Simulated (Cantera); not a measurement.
A perfectly stirred reactor is fed with CH₄ : O₂ : N₂ : CO₂ = 1 : 1.67 : 6.27 : 0.77 (molar parts), equivalence ratio 1.2, at 1.01 bar; it is adiabatic with a 425 K inlet, and is followed from long to short residence time, starting on the burning branch (τ in s: 0.24, 0.1, 0.046, 0.02, 0.0088, 0.0039, 0.0017, 0.00074, 0.00033, 0.00014, 6.3e-05, 2.8e-05).

Cantera simulation using GRI-Mech 3.0 (53 species, 325 reactions); the numbers are that mechanism's predictions, not measurements.

Question: Predict: blow-out, bracketed by the residence times tried; x(CH₄) at τ = 0.240 s; x(O₂) at τ = 0.240 s; x(CO₂) at τ = 0.240 s; x(C₂H₂) at τ = 0.240 s; x(CH₂O) at τ = 0.240 s; x(CH₄) at τ = 1.70 ms; x(O₂) at τ = 1.70 ms; x(CO₂) at τ = 1.70 ms; x(C₂H₂) at τ = 1.70 ms; x(CH₂O) at τ = 1.70 ms.

Answer: 
```json
{
 "blow_out_bracketed_by_the_residence_times_tried": "burning at 0.330 ms, out at 0.140 ms",
 "x(CH₄) at τ = 0.240 s": "9.76e-6",
 "x(O₂) at τ = 0.240 s": "0.000227",
 "x(CO₂) at τ = 0.240 s": "0.125",
 "x(C₂H₂) at τ = 0.240 s": "3.48e-8",
 "x(CH₂O) at τ = 0.240 s": "7.93e-7",
 "x(CH₄) at τ = 1.70 ms": "0.000148",
 "x(O₂) at τ = 1.70 ms": "0.00469",
 "x(CO₂) at τ = 1.70 ms": "0.119",
 "x(C₂H₂) at τ = 1.70 ms": "7.14e-7",
 "x(CH₂O) at τ = 1.70 ms": "1.58e-5"
}
```
